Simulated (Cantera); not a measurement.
Thermodynamics of silicon epitaxy and polysilicon growth, feed SiCl₄ + HCl + N₂

Feed: 1 mol SiCl₄, 2.6 mol HCl, 6.3 mol N₂, held at 440 Pa.

These are equilibrium values from Cantera (NASA tables, ideal gas, pure condensed phases), not measurements of a reactor. Candidate condensed phases: NH₄Cl, Si, Si₃N₄; 28 gas species. The tables' values for SiCl₃ are old estimates; treat these amounts as uncertain. Rates play no part.

| T (K) | log p N₂ | log p HCl | log p SiCl₄ | log p Cl | log p SiCl₃ | log p SiCl₂ | log p H₂ | log p Cl₂ |
|---|---|---|---|---|---|---|---|---|
| 1200 | -2.55 | -2.94 | -3.35 | -6.19 | -6.32 | -8.35 | -7.02 | -7.74 |
| 1225 | -2.55 | -2.94 | -3.35 | -6.03 | -6.14 | -8.02 | -6.95 | -7.63 |
| 1250 | -2.55 | -2.94 | -3.35 | -5.87 | -5.96 | -7.71 | -6.89 | -7.53 |
| 1275 | -2.55 | -2.94 | -3.35 | -5.72 | -5.79 | -7.42 | -6.84 | -7.43 |
| 1300 | -2.55 | -2.94 | -3.35 | -5.57 | -5.63 | -7.14 | -6.80 | -7.33 |
| 1325 | -2.55 | -2.94 | -3.36 | -5.42 | -5.48 | -6.88 | -6.76 | -7.22 |
| 1350 | -2.55 | -2.94 | -3.36 | -5.28 | -5.34 | -6.63 | -6.72 | -7.12 |
| 1375 | -2.55 | -2.94 | -3.36 | -5.14 | -5.21 | -6.39 | -6.69 | -7.02 |
| 1400 | -2.55 | -2.94 | -3.36 | -5.00 | -5.08 | -6.17 | -6.66 | -6.92 |
| 1425 | -2.55 | -2.94 | -3.37 | -4.87 | -4.96 | -5.96 | -6.64 | -6.82 |
log p: log10 of the partial pressure in bar; nothing condenses.

From 1200 K to 1425 K nothing is condensed. The main Si-bearing gas is SiCl₄ throughout.
